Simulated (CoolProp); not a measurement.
A Linde-Hampson liquefier for carbon monoxide: isothermal reversible compression at 300 K from 1 atm to 5 MPa, throttling to 1 atm, return gas leaving the recuperator 10 K below the feed. Each further row changes one setting.

Model: reference Helmholtz-energy equation of state, Lemmon 2006, in CoolProp. It is a short technical equation, of lower accuracy than the large ones.

| case | liquid yield per pass | compression work (kJ/kg of gas) |
|---|---|---|
| as stated | ___ | 346 |
| high pressure 10 MPa | ___ | ___ |
| warm-end temperature 330 K | no liquid | ___ |
| warm-end gap 15 K | no liquid | 346 |

Problem. Fill in the missing entries.

Solution. 
- as stated, liquid yield per pass: 0.004
- high pressure 10 MPa, liquid yield per pass: 0.028
- high pressure 10 MPa, compression work (kJ/kg of gas): 407
- warm-end temperature 330 K, compression work (kJ/kg of gas): 382
